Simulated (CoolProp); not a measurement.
Vapour-liquid equilibrium of toluene (1) + m-xylene (2) at 0.139 MPa; x and y are mole fractions of (1).

Values from CoolProp's multi-fluid Helmholtz-energy mixture model, Lemmon 2006 and Zhou 2012; pair parameters Bell 2016.

```json
[
 {"x": "0.05", "bubble temperature, mixture model (°C)": "149.1", "bubble temperature, Raoult's law (°C)": "149.2", "y, mixture model": "0.097", "y, Raoult's law": "0.097"},
 {"x": "0.15", "bubble temperature, mixture model (°C)": "145.0", "bubble temperature, Raoult's law (°C)": "145.4", "y, mixture model": "0.269", "y, Raoult's law": "0.267"},
 {"x": "0.25", "bubble temperature, mixture model (°C)": "141.2", "bubble temperature, Raoult's law (°C)": "141.9", "y, mixture model": "0.414", "y, Raoult's law": "0.410"},
 {"x": "0.35", "bubble temperature, mixture model (°C)": "137.7", "bubble temperature, Raoult's law (°C)": "138.6", "y, mixture model": "0.534", "y, Raoult's law": "0.532"},
 {"x": "0.45", "bubble temperature, mixture model (°C)": "134.6", "bubble temperature, Raoult's law (°C)": "135.6", "y, mixture model": "0.635", "y, Raoult's law": "0.635"},
 {"x": "0.55", "bubble temperature, mixture model (°C)": "131.8", "bubble temperature, Raoult's law (°C)": "132.8", "y, mixture model": "0.720", "y, Raoult's law": "0.724"},
 {"x": "0.65", "bubble temperature, mixture model (°C)": "129.2", "bubble temperature, Raoult's law (°C)": "130.2", "y, mixture model": "0.793", "y, Raoult's law": "0.800"},
 {"x": "0.75", "bubble temperature, mixture model (°C)": "127.0", "bubble temperature, Raoult's law (°C)": "127.7", "y, mixture model": "0.857", "y, Raoult's law": "0.867"},
 {"x": "0.85", "bubble temperature, mixture model (°C)": "124.9", "bubble temperature, Raoult's law (°C)": "125.4", "y, mixture model": "0.916", "y, Raoult's law": "0.925"},
 {"x": "0.95", "bubble temperature, mixture model (°C)": "123.0", "bubble temperature, Raoult's law (°C)": "123.2", "y, mixture model": "0.972", "y, Raoult's law": "0.977"}
]
```

The largest gap from Raoult's law is -1.0 K in bubble temperature, at x = 0.45. No azeotrope shows between x = 0.05 and 0.95.

Pair parameters are fitted to limited data, so mixtures are less certain than the pure fluids.
